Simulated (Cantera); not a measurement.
Charge: 1 mol borazine, 0.51 mol NH3, at 13.3 mbar.

Equilibrium computed with Cantera from the NASA thermochemical tables; the gas is ideal and each condensed phase is pure. Candidate condensed phases: B, BN; 15 gas species. The feed counts by its element totals alone. Kinetics and transport are ignored.

Over these rows the condensed part is BN(s). Partial pressures as log10 of bar:

| T (K) | 1000/T (1/K) | log p B | log p H2 | log p N2 |
|---|---|---|---|---|
| 1723 | 0.5804 | -10.68 | -1.90 | -3.07 |
| 1798 | 0.5562 | -9.66 | -1.90 | -3.07 |
| 1873 | 0.5339 | ? | -1.91 | -3.07 |
| 1948 | 0.5133 | -7.86 | -1.91 | -3.07 |
| 2023 | 0.4943 | -7.06 | -1.91 | -3.08 |
| 2098 | 0.4766 | -6.32 | -1.92 | -3.08 |

Task: Fit log p(B) = a + b·(1000/T) to the five rows, give the apparent enthalpy, and predict the row at 1873 K.

Result: Means: 1000/T = 0.5242, log p = -8.316. Sxy = -0.313399, Sxx = 0.0074610, so b = -42.00 and a = -8.316 − (-42.00)×0.5242 = 13.70.
Apparent enthalpy: −19.145 × (-42.00) = 804 kJ/mol. With the condensed phases at unit activity, BN(s) = B(g) + 1/2 N2(g) links this pressure to the main gases: over the six rows their terms move log p by +0.01 in all, so the slope is close to that reaction's ΔH°. The five rows lie within 0.01 of the line.
Prediction at 1873 K: 13.70 + (-42.00)×0.5339 = -8.72. The computed value is -8.72, 0.00 from the line.
